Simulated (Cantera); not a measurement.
**Al + HCl + H₂ (aluminium and copper etching)**

Charge: 1 mol Al, a varied amount of HCl, 31 mol H₂, held at 0.133 bar.

Equilibrium computed with Cantera from the NASA thermochemical tables; the gas is ideal and each condensed phase is pure. Candidate condensed phases: Al, AlCl₃; 12 gas species. The tables' values for AlCl₂ are old estimates. The numbers say what is thermodynamically allowed, not how fast it happens.

Map the stable condensed phases over T = 425, 475, 525, 575, 625, 675, 725, 775, 825, 875, 925, 975, 1025 °C and n(HCl) in mol = 1.2, 1.9, 3, 4.7, 7.3, 11, 18.


```
T in °C \ n(HCl) in mol
         1.2 1.9   3 4.7 7.3  11  18
   1025    A   A   A   A   A   A   A
    975    A   A   A   A   A   A   A
    925    A   A   A   A   A   A   A
    875    B   A   A   A   A   A   A
    825    B   A   A   A   A   A   A
    775    B   B   A   A   A   A   A
    725    B   B   A   A   A   A   A
    675    B   B   A   A   A   A   A
    625    B   B   A   A   A   A   A
    575    B   B   A   A   A   A   A
    525    B   B   A   A   A   A   A
    475    B   B   A   A   A   A   A
    425    B   B   A   A   A   A   A
```
A: gas only; B: Al.
